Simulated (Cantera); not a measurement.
Charge: 1 mol PH3, 0.46 mol H2, at 19.0 mbar.

Cantera equilibrium calculation (NASA polynomials, part measured and part estimated; ideal gas, pure solids and liquids). Candidate condensed phases: P; 13 gas species. Ions and electrons are included (thermal ionisation). Rates play no part.

x: gas mole fraction; nothing condenses.

| T (K) | x H | x H2 | x P | x P2 | x PH | x e- | x P+ |
|---|---|---|---|---|---|---|---|
| 2500 | 0.147 | 0.654 | 0.0250 | 0.172 | (withheld) | 6.11e-10 | 6.11e-10 |
| 2750 | 0.339 | 0.466 | 0.0648 | 0.129 | 0.00218 | 1.02e-8 | 1.02e-8 |
| 3000 | 0.563 | 0.242 | 0.121 | 0.0720 | 0.00215 | 9.88e-8 | 9.89e-8 |
| 3250 | 0.708 | 0.0925 | 0.168 | 0.0292 | (withheld) | 6.16e-7 | 6.16e-7 |
| 3500 | 0.766 | 0.0320 | 0.191 | 0.00985 | (withheld) | 2.75e-6 | 2.75e-6 |
| 3750 | 0.785 | 0.0117 | 0.199 | 0.00331 | (withheld) | 9.77e-6 | 9.77e-6 |
| 4000 | 0.792 | 0.00469 | 0.202 | 0.00121 | (withheld) | 2.94e-5 | 2.94e-5 |
| 4250 | 0.795 | 0.00208 | 0.203 | 0.000487 | (withheld) | 7.78e-5 | 7.78e-5 |
| 4500 | 0.796 | 0.00101 | 0.203 | 0.000215 | (withheld) | 0.000185 | 0.000185 |
| 4750 | 0.796 | 0.000524 | 0.203 | 0.000102 | (withheld) | 0.000402 | 0.000402 |
| 5000 | 0.796 | 0.000291 | 0.202 | 5.18e-5 | (withheld) | 0.000811 | 0.000811 |

### Question
Fill in the missing entries.

### Answer

- 2500, x PH: 0.00145
- 3250, x PH: 0.00141
- 3500, x PH: 0.000751
- 3750, x PH: 0.000386
- 4000, x PH: 0.000207
- 4250, x PH: 0.000118
- 4500, x PH: 7.13e-5
- 4750, x PH: 4.52e-5
- 5000, x PH: 2.98e-5
